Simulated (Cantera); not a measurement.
**Hydrocarbon pyrolysis for carbon deposition**

An isothermal, constant-pressure homogeneous reactor starts with CH4 : H2 = 1 : 43 (molar parts), at 1975 K and 1.01 bar.

Cantera simulation using GRI-Mech 3.0 (53 species, 325 reactions); the numbers are that mechanism's predictions, not measurements. GRI-Mech 3.0 stops at C3 and has no aromatics, soot or wall deposition, so with more carbon than oxygen in the feed, carbon stays in small species such as C2H2 where larger ones or solid carbon would form.

| t (s) | x CH4 | x H2 | x CH2 | x C2H6 | x C2H2 | x C2H | x H |
|---|---|---|---|---|---|---|---|
| 0.000500 | 0.0205 | 0.977 | 8.70e-7 | 3.78e-6 | 0.000744 | 1.72e-8 | 0.00132 |
| 0.00135 | 0.0180 | 0.978 | 7.73e-7 | 2.91e-6 | 0.00203 | 4.71e-8 | 0.00133 |
| 0.00364 | 0.0135 | 0.981 | 5.93e-7 | 1.65e-6 | 0.00429 | 1.00e-7 | 0.00133 |
| 0.00981 | 0.00804 | 0.983 | 3.67e-7 | 6.01e-7 | 0.00700 | 1.64e-7 | 0.00135 |
| 0.0265 | 0.00401 | 0.985 | 1.88e-7 | 1.61e-7 | 0.00902 | 2.12e-7 | 0.00135 |
| 0.0714 | 0.00216 | 0.986 | 1.03e-7 | 5.76e-8 | 0.00994 | 2.35e-7 | 0.00136 |
| 0.193 | 0.00178 | 0.987 | 8.52e-8 | 4.42e-8 | 0.0101 | 2.39e-7 | 0.00136 |
| 0.519 | 0.00177 | 0.987 | 8.48e-8 | 4.39e-8 | 0.0101 | 2.39e-7 | 0.00136 |
| 1.40 | 0.00177 | 0.987 | 8.48e-8 | 4.39e-8 | 0.0101 | 2.39e-7 | 0.00136 |
| 3.78 | 0.00177 | 0.987 | 8.48e-8 | 4.39e-8 | 0.0101 | 2.39e-7 | 0.00136 |
| 10.2 | 0.00177 | 0.987 | 8.48e-8 | 4.39e-8 | 0.0101 | 2.39e-7 | 0.00136 |
| 27.5 | 0.00177 | 0.987 | 8.48e-8 | 4.39e-8 | 0.0101 | 2.39e-7 | 0.00136 |
| 74.1 | 0.00177 | 0.987 | 8.48e-8 | 4.39e-8 | 0.0101 | 2.39e-7 | 0.00136 |
| 200 | 0.00177 | 0.987 | 8.48e-8 | 4.39e-8 | 0.0101 | 2.39e-7 | 0.00136 |
x: mole fraction; the columns are a selection and need not sum to one.

Equilibrium at this temperature and pressure: CH4 0.00177, H2 0.987, CH2 8.48e-8, C2H6 4.39e-8, C2H2 0.0101, C2H 2.39e-7, H 0.00136 (gas phase only).
